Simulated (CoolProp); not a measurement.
Saturation properties of tetradecamethylhexasiloxane (MD4M) (Tc = 653.2 K, pc = 0.8286 MPa, ω = 0.800).

Computed with CoolProp (reference Helmholtz-energy equation of state, Thol 2019).

```tsv
T (K)	p (MPa)	liquid density (kg/m³)	vapour density (kg/m³)	enthalpy of vaporisation (kJ/kg)
359.8	0.0001334	___	0.02048	153.6
379.6	0.0004453	807.3	0.06487	147.2
399.4	0.001262	787.5	___	140.9
419.2	0.003122	___	0.4147	134.6
439	0.006891	746.8	0.8808	128.4
458.8	0.01383	725.6	1.711	122.2
478.5	0.02554	___	3.082	___
498.3	0.04425	680.9	5.249	109.4
518.1	0.07243	656.8	8.529	102.6
537.9	0.1131	631.2	___	95.40
557.7	0.1696	603.3	20.41	87.64
```

Task: Some entries are withheld; supply them.

Result: 
- 359.8, liquid density (kg/m³): 826.8
- 399.4, vapour density (kg/m³): 0.1752
- 419.2, liquid density (kg/m³): 767.4
- 478.5, liquid density (kg/m³): 703.8
- 478.5, enthalpy of vaporisation (kJ/kg): 115.9
- 537.9, vapour density (kg/m³): 13.36

It boils at 532.8 K under 1 atm.
